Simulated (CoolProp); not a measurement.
A closed Brayton cycle with carbon dioxide: compressor inlet 307.15 K and 7.7 MPa, high pressure 17.9 MPa, turbine inlet 780 K, compressor efficiency 0.89, turbine efficiency 0.9, recuperator effectiveness 0.8 (on enthalpy, no pinch check). Each further row changes one setting.

Computed with CoolProp (reference Helmholtz-energy equation of state, Span 1996).

| case | thermal efficiency (%) | net work (kJ/kg) | compressor to turbine work | compressor exit (K) | turbine exit (K) |
|---|---|---|---|---|---|
| as stated | 27.9 | 78.4 | 0.25 | 357.8 | 682.5 |
| turbine inlet 730 K | 26.9 | 70.7 | 0.27 | 357.8 | 636.2 |
| compressor inlet 317.15 K | 27.4 | 67.4 | 0.36 | 384.4 | 682.5 |
| high pressure 15.2 MPa | 25.1 | 65.4 | 0.24 | 347.9 | 701.0 |
| recuperator effectiveness 0.5 | 19.9 | 78.4 | 0.25 | 357.8 | 682.5 |
